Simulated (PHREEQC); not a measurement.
Solution (45 °C): 0.027 mol CdSO4 per kg of water. Closed to the air; pH follows from the charge balance.

The numbers come from PHREEQC with the ion-association model, phreeqc.dat.

No solid was allowed to form.

**Question.** Order these S species by the share of S that they hold, largest first: CdSO4, Cd(SO4)2-2, SO4-2.

**Answer.** SO4-2 (48 %), CdSO4 (41 %), Cd(SO4)2-2 (11 %)

**Question.** Order these Cd species by the share of Cd that they hold, largest first: CdSO4, Cd+2, Cd(SO4)2-2.

**Answer.** Cd+2 (54 %), CdSO4 (41 %), Cd(SO4)2-2 (5.4 %)

The pH is 5.94 and the ionic strength 0.0582 mol/kgw. Constants without temperature data keep their 25 °C values here.
